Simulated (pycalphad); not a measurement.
An equivalent pycalphad script:

```python
from pycalphad import Database, equilibrium, calculate, variables as v
import numpy as np
db = Database('COST507.tdb')
comps = ['MN', 'AL', 'SI', 'VA']
phases = ['AL11MN4', 'AL12MN', 'AL4MN', 'AL6MN', 'AL8MN5_D810', 'ALMNSI_ALPHA', 'ALMNSI_BETA', 'ALMNSI_DELTA', 'BCC_A2', 'CBCC_A12', 'CUB_A13', 'DIAMOND_A4', 'FCC_A1', 'HCP_A3', 'LIQUID', 'MN11SI19', 'MN3SI', 'MN5SI3', 'MN6SI', 'MN9SI2', 'MNSI']
eq = equilibrium(db, comps, phases, {v.X('AL'): 0.833, v.X('SI'): 0.032, v.T: np.arange(2350, 499, -40), v.P: 101325, v.N: 1}, output=['HM', 'SM'])
```

CALPHAD calculation (pycalphad, COST 507 light-alloy database (1999)), 1 atm. No gas phase is included, though pure Mn would boil below 2077 °C. These are 1990s assessments: newer ones move some temperatures and phases. Amounts are mole fractions of atoms. Kinetics are ignored, which matters at the lower temperatures.

Results at three of the temperatures:

```
T = 2190.00 K, P = 101325 Pa, N = 1 mol of atoms
G = -159344 J/mol, H = 64029 J/mol, S = 102.00 J/(mol K)  (SER reference)
chemical potentials (J/mol): Mn -206529, Al -150027, Si -202822
phase             fraction      x(Mn)      x(Al)      x(Si)
LIQUID              1.0000     0.1350     0.8330     0.0320
```

```
T = 1230.00 K, P = 101325 Pa, N = 1 mol of atoms
G = -69882 J/mol, H = 31703 J/mol, S = 82.59 J/(mol K)  (SER reference)
chemical potentials (J/mol): Mn -110223, Al -62676, Si -87300
phase             fraction      x(Mn)      x(Al)      x(Si)
LIQUID              1.0000     0.1350     0.8330     0.0320
```

```
T = 1070.00 K, P = 101325 Pa, N = 1 mol of atoms
G = -57952 J/mol, H = 14498 J/mol, S = 67.71 J/(mol K)  (SER reference)
chemical potentials (J/mol): Mn -113065, Al -48492, Si -71708
phase             fraction      x(Mn)      x(Al)      x(Si)
LIQUID              0.5175     0.0457     0.9433     0.0110
ALMNSI_BETA         0.4825     0.2308     0.7147     0.0546
```

Changes of the phase set, refined by bisection:

| T (°C) | phases above | phases below |
|---|---|---|
| 925.2 | LIQUID | ALMNSI_BETA + LIQUID |
| 666 ± 3 | ALMNSI_BETA + LIQUID | AL6MN + ALMNSI_ALPHA + LIQUID |
| 653.9 | AL6MN + ALMNSI_ALPHA + LIQUID | AL6MN + ALMNSI_ALPHA + FCC_A1 |
| 541.1 | AL6MN + ALMNSI_ALPHA + FCC_A1 | AL12MN + AL6MN + ALMNSI_ALPHA |
| 453.7 | AL12MN + AL6MN + ALMNSI_ALPHA | AL12MN + ALMNSI_ALPHA |
| 442.0 | AL12MN + ALMNSI_ALPHA | AL12MN + ALMNSI_ALPHA + FCC_A1 |

Database names, with the compositions (at.%) that they take in these runs: ALMNSI_BETA: Al 71 Mn 23 Si 5; ALMNSI_ALPHA: Al 75-78 Mn 17 Si 4-7; AL6MN: Al 86 Mn 14; AL12MN: Al 92 Mn 8. FCC_A1 is fcc.
